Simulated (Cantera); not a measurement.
Charge: 1 mol B2O3, 150 mol H2, at 1.00 Torr.

Equilibrium computed with Cantera from the NASA thermochemical tables; the gas is ideal and each condensed phase is pure. Candidate condensed phases: B, B2O3, B3O3H3, H2O; 23 gas species. Equilibrium is a limit: real reactors are often held back by kinetics, nucleation or transport.

### Question
At 1875 K, list the 7 most abundant gas species with their mole fractions, and the condensed phases.

### Answer
H2 0.968, H 0.0177, HBO 0.00605, HBO2 0.00383, H2O 0.00214, BO 0.00182, B2O3 0.000580. Condensed: gas only.
